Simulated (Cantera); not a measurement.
Charge: 1 mol n-butane, 0.13 mol H2O, equilibrated at 1077 °C and 10.0 mbar.

Method: chemical equilibrium by Gibbs-energy minimisation in Cantera with the NASA 1993 tables (ideal gas, pure condensed phases). Kinetics and transport are ignored.

| species | before | after |
|---|---|---|
| H2 | 0.975 | 0.906 |
| CO | 0.0247 | 0.0942 |
| CH4 | 5.48e-5 | 4.73e-5 |
| H | 2.35e-5 | 2.27e-5 |
| C(graphite), mol | 3.87 | 3.42 |
Gas species are given as mole fractions.

### Question
Which change was made?
(A) H2O from 0.13 to 2.5 mol
(B) temperature from 1077 °C to 2300 °C
(C) H2O from 0.13 to 5.8 mol
(D) H2O from 0.13 to 0.58 mol

### Answer
D, H2O from 0.13 to 0.58 mol
